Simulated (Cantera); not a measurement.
**Thermodynamics of carbon deposition, reforming and gasification, feed CO + H2O + H2 + NH3**

Charge: 1 mol CO, 0.37 mol H2O, 0.39 mol H2, 0.053 mol NH3, held at 46.0 Pa.

Method: chemical equilibrium by Gibbs-energy minimisation in Cantera with the NASA 1993 tables (ideal gas, pure condensed phases). Candidate condensed phases: C, C6H6, C7H8, C8H18, H2O; 136 gas species. Rates play no part.

From 1902 °C to 2502 °C nothing is condensed. The main C-bearing gas is CO throughout.

| T (°C) | x H | x CO | x H2 | x H2O | x O | x CO2 | x OH | x N2 |
|---|---|---|---|---|---|---|---|---|
| 1902 | 0.110 | 0.455 | 0.236 | 0.127 | 0.00262 | 0.0471 | 0.00799 | 0.0133 |
| 2002 | 0.177 | 0.436 | 0.199 | 0.107 | 0.00897 | 0.0423 | 0.0147 | 0.0126 |
| 2102 | 0.261 | 0.411 | 0.157 | 0.0745 | 0.0245 | 0.0334 | 0.0220 | 0.0116 |
| 2202 | 0.352 | 0.383 | 0.113 | 0.0387 | 0.0503 | 0.0215 | 0.0244 | 0.0105 |
| 2302 | 0.430 | 0.359 | 0.0710 | 0.0145 | 0.0778 | 0.0114 | 0.0198 | 0.00955 |
| 2402 | 0.483 | 0.343 | 0.0402 | 0.00424 | 0.0977 | 0.00542 | 0.0127 | 0.00900 |
| 2502 | 0.513 | 0.334 | 0.0216 | 0.00111 | 0.109 | 0.00249 | 0.00727 | 0.00873 |
x: gas mole fraction; nothing condenses.
